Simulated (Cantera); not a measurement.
An isothermal plug-flow reactor at 1248 K and 750 Torr (inlet), inlet velocity 13 m/s, active area per volume 170 1/m; feed CH₄ : O₂ : N₂ : H₂O = 0.0072 : 0.03 : 0.79 : 0.093 (molar parts).

Detailed kinetics in Cantera: Deutschmann's 1995 Pt surface mechanism with GRI-Mech 3.0 gas chemistry. Catalytic surfaces can have several steady states; this one follows from the mechanism file's or the stated starting coverage. Mass transfer to the wall is taken as infinitely fast.

x: gas mole fraction; θ: surface coverage.

```csv
z (m),x CH₄,x O₂,x H₂O,x CO₂,x CO,θ free Pt,θ O*,θ OH*
0.00064,0.00776,0.0325,0.101,4.66e-5,9.10e-6,0.561,0.435,0.00351
0.0012,0.00771,0.0324,0.101,9.15e-5,1.27e-5,0.562,0.435,0.00351
0.0024,0.00759,0.0322,0.101,0.000192,1.52e-5,0.562,0.434,0.00351
0.0046,0.00739,0.0318,0.102,0.000377,1.55e-5,0.563,0.434,0.00352
0.0088,0.00700,0.0311,0.103,0.000720,1.49e-5,0.564,0.432,0.00353
0.017,(withheld),0.0298,0.104,0.00135,1.37e-5,0.566,0.430,0.00355
0.033,(withheld),0.0277,0.106,0.00241,1.16e-5,0.571,0.426,0.00358
0.064,(withheld),0.0244,0.109,0.00398,8.77e-6,0.577,0.419,0.00362
```

**Question.** What belongs in the gaps?

**Answer.** 
- 0.017, x CH₄: 0.00630
- 0.033, x CH₄: 0.00510
- 0.064, x CH₄: 0.00331
